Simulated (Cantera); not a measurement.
An isothermal, constant-pressure homogeneous reactor starts with C2H4 : H2 = 1 : 150 (molar parts), at 1123 K and 13300 Pa. Integrator tolerance rtol = 1e-08.

Computed with Cantera and GRI-Mech 3.0 (53 species, 325 reactions). GRI-Mech 3.0 was tuned for natural gas; its chemistry of ethylene as a main component is partial and can be far from experiment. GRI-Mech 3.0 stops at C3 and has no aromatics, soot or wall deposition, so with more carbon than oxygen in the feed, carbon stays in small species such as C2H2 where larger ones or solid carbon would form.

Task: What does this change do: C2H4 1 to 5.8 parts?

Result: 
```csv
quantity,before,after
x(C2H4) at 60.0 s,0.00139 (gas-phase equilibrium 1.56e-6),0.01000 (gas-phase equilibrium 5.99e-5)
x(H2) at 60.0 s,0.988 (gas-phase equilibrium 0.987),0.936 (gas-phase equilibrium 0.923)
x(CH4) at 60.0 s,0.00987 (gas-phase equilibrium 0.0133),0.0514 (gas-phase equilibrium 0.0772)
x(C2H6) at 60.0 s,7.11e-5 (gas-phase equilibrium 8.36e-8),0.000487 (gas-phase equilibrium 3.00e-6)
x(C2H2) at 60.0 s,0.000258 (gas-phase equilibrium 2.73e-7),0.00195 (gas-phase equilibrium 1.12e-5)
```

Task: What does this change do: C2H4 1 to 7.1 parts?

Result: 
```json
[
 {"quantity": "x(C2H4) at 60.0 s", "before": "0.00139 (gas-phase equilibrium 1.56e-6)", "after": "0.0128 (gas-phase equilibrium 9.32e-5)"},
 {"quantity": "x(H2) at 60.0 s", "before": "0.988 (gas-phase equilibrium 0.987)", "after": "0.923 (gas-phase equilibrium 0.905)"},
 {"quantity": "x(CH4) at 60.0 s", "before": "0.00987 (gas-phase equilibrium 0.0133)", "after": "0.0612 (gas-phase equilibrium 0.0944)"},
 {"quantity": "x(C2H6) at 60.0 s", "before": "7.11e-5 (gas-phase equilibrium 8.36e-8)", "after": "0.000613 (gas-phase equilibrium 4.57e-6)"},
 {"quantity": "x(C2H2) at 60.0 s", "before": "0.000258 (gas-phase equilibrium 2.73e-7)", "after": "0.00252 (gas-phase equilibrium 1.77e-5)"}
]
```
